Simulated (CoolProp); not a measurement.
Vapour-liquid equilibrium of p-xylene (1) + n-decane (2) at 432.6 K; x and y are mole fractions of (1).

The numbers come from the multi-fluid Helmholtz-energy mixture model, Zhou 2012 and Lemmon 2006; pair parameters Bell 2016 in CoolProp.

Give the bubble pressure and the first vapour's composition at x = 0.15, 0.25, 0.75. Is there an azeotrope?

x = 0.15: 0.08546 MPa, y = 0.307; x = 0.25: 0.09626 MPa, y = 0.451; x = 0.75: 0.1475 MPa, y = 0.872. No azeotrope shows between x = 0.05 and 0.95.

The pair parameters rest on a limited set of measurements; away from them the model extrapolates.
